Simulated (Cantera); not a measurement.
Equilibrium for fluorocarbon and chlorocarbon gases: c-C4F8 + HCl + H2 + CH4

A closed system holds: 1 mol c-C4F8, 0.098 mol HCl, a varied amount of H2, 0.11 mol CH4, equilibrated at 3200 K and 860 Pa.

Equilibrium computed with Cantera from the NASA thermochemical tables; the gas is ideal and each condensed phase is pure. Candidate condensed phases: C, C6H6, C7H8, C8H18; 118 gas species. The feed counts by its element totals alone. The numbers say what is thermodynamically allowed, not how fast it happens.

From 1 mol H2 to 14 mol H2 nothing is condensed. The main C-bearing gas is C3 throughout.

| n(H2) (mol) | x H | x F | x HF | x C3 | x CF | x H2 | x C | x C2 | x Cl |
|---|---|---|---|---|---|---|---|---|---|
| 1 | 0.0343 | 0.524 | 0.225 | 0.0967 | 0.0637 | 0.000128 | 0.0250 | 0.0143 | 0.0100 |
| 2.1 | 0.0835 | 0.354 | 0.370 | 0.0955 | 0.0428 | 0.000759 | 0.0249 | 0.0142 | 0.00931 |
| 3.3 | 0.163 | 0.219 | 0.449 | 0.0889 | 0.0259 | 0.00291 | 0.0243 | 0.0135 | 0.00830 |
| 4.4 | 0.249 | 0.146 | 0.454 | 0.0795 | 0.0166 | 0.00675 | 0.0234 | 0.0126 | 0.00727 |
| 5.5 | 0.328 | 0.104 | 0.429 | 0.0698 | 0.0114 | 0.0117 | 0.0224 | 0.0115 | 0.00633 |
| 6.6 | 0.395 | 0.0798 | 0.395 | 0.0613 | 0.00833 | 0.0170 | 0.0215 | 0.0106 | 0.00556 |
| 7.7 | 0.450 | 0.0642 | 0.362 | 0.0542 | 0.00643 | 0.0221 | 0.0206 | 0.00974 | 0.00494 |
| 8.9 | 0.499 | 0.0528 | 0.330 | 0.0479 | 0.00508 | 0.0271 | 0.0198 | 0.00896 | 0.00439 |
| 10 | 0.535 | 0.0454 | 0.304 | 0.0431 | 0.00421 | 0.0312 | 0.0191 | 0.00835 | 0.00398 |
| 11 | 0.563 | 0.0402 | 0.283 | 0.0394 | 0.00362 | 0.0345 | 0.0185 | 0.00787 | 0.00367 |
| 12 | 0.587 | 0.0361 | 0.265 | 0.0362 | 0.00316 | 0.0376 | 0.0180 | 0.00744 | 0.00341 |
| 13 | 0.608 | 0.0327 | 0.249 | 0.0334 | 0.00279 | 0.0403 | 0.0175 | 0.00706 | 0.00317 |
| 14 | 0.627 | 0.0299 | 0.235 | 0.0310 | 0.00249 | 0.0428 | 0.0171 | 0.00672 | 0.00297 |
x: gas mole fraction; nothing condenses.
